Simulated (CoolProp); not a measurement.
Saturation properties of R236EA (Tc = 139.3 °C, pc = 34.14 bar, ω = 0.368).

The numbers come from the reference Helmholtz-energy equation of state, Rui 2013 in CoolProp.

```csv
T (°C),p (bar),vapour density (kg/m³),liquid conductivity (mW/(m K))
-12.85,0.4355,(withheld),94.4
-5.75,0.6072,4.283,91.5
1.35,0.8291,5.742,88.6
8.35,1.106,7.540,85.9
15.45,1.457,9.789,83.2
22.55,1.889,12.54,80.6
29.65,(withheld),15.87,78.0
36.65,3.037,19.80,75.6
43.75,3.786,24.56,(withheld)
50.85,(withheld),30.21,70.7
57.95,(withheld),36.89,68.4
64.95,(withheld),44.67,66.1
```

Task: What belongs in the gaps?

Result: 
- -12.85, vapour density (kg/m³): 3.135
- 29.65, p (bar): 2.415
- 43.75, liquid conductivity (mW/(m K)): 73.1
- 50.85, p (bar): 4.668
- 57.95, p (bar): 5.699
- 64.95, p (bar): 6.876

It boils at 6.2 °C under 1 atm.

Thermal conductivity comes from a separate model (Huber 2003), an estimate that may be off by 10 % or more.
